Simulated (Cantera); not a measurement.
Cantera run:

```python
import numpy as np
import cantera as ct

gas_names = """
    B BCL BCL2 BCL3 BN B2 CL CL2 N N2
""".split()
cond_names = """
    B(b) B(L) BN(s)
""".split()


# ... load() reads the species with a 1 bar reference pressure and builds the phases ...
atoms = {
    'B': {'B': 1},
    'Cl2': {'CL': 2},
    'N2': {'N': 2},
}
top_T = {'BN(s)': 3200}  # K; cautious upper limits of use, not melting points


# ... equilibrate(T, P, feed) seeds the gas with the atoms and calls Mixture.equilibrate('TP', solver="vcs", rtol=1e-11, max_steps=5000) ...
results = []
feed = {'B': 1, 'Cl2': 0.28, 'N2': 0.056}  # mol
T = 975  # K
P = 3600  # Pa
mix = equilibrate(T, P, feed)
results.append((T, P, feed, dict(zip(mix.species_names, mix.species_moles))))
x = sorted(zip(gas.X, gas.species_names), reverse=True)
print(f"T = {T:g} K  P = {P:g} Pa  gas = {mix.phase_moles(0):.4g} mol")
print("   x: " + "  ".join(f"{s} {v:.3e}" for v, s in x if v > 0.0001))
print("   condensed (mol): " + ("  ".join(f"{mix.phase(i).name} {mix.phase_moles(i):.4g}"
      for i in range(1, mix.n_phases) if mix.phase_moles(i) > 1e-12) or "none"))
```

Result:

```
T = 975 K  P = 3600 Pa  gas = 0.1867 mol
   x: BCL3 1.000e+00
   condensed (mol): B(b) 0.7013  BN(s) 0.112
```

Cantera equilibrium calculation (NASA polynomials, part measured and part estimated; ideal gas, pure solids and liquids). N2 is the only nitrogen source here; it is nearly inert below about 1500 K, so the nitride shown seldom forms there in practice.
